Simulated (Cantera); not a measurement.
A perfectly stirred reactor is fed with 1.22 % C3H8, 98.8 % H2, at 2670 Pa; it is held at 1825 K, and followed from long to short residence time.

Computed with Cantera and GRI-Mech 3.0 (53 species, 325 reactions). GRI-Mech 3.0 was tuned for natural gas; its chemistry of propane as a main component is partial and can be far from experiment. GRI-Mech 3.0 stops at C3 and has no aromatics, soot or wall deposition, so with more carbon than oxygen in the feed, carbon stays in small species such as C2H2 where larger ones or solid carbon would form. Radical loss at walls, strong at low pressure, is not modelled.

One state of this run: x C3H8 = 9.03e-5; x H2 = 0.971; x C2H2 = 0.00891; x CH3 = 0.00113; x C2H4 = 0.000990. x: mole fraction; the columns are a selection and need not sum to one.

Task: Which value of τ (s) does it belong to?
(A) 0.0041
(B) 0.017
(C) 19
(D) 4.7

Result: A, 0.0041
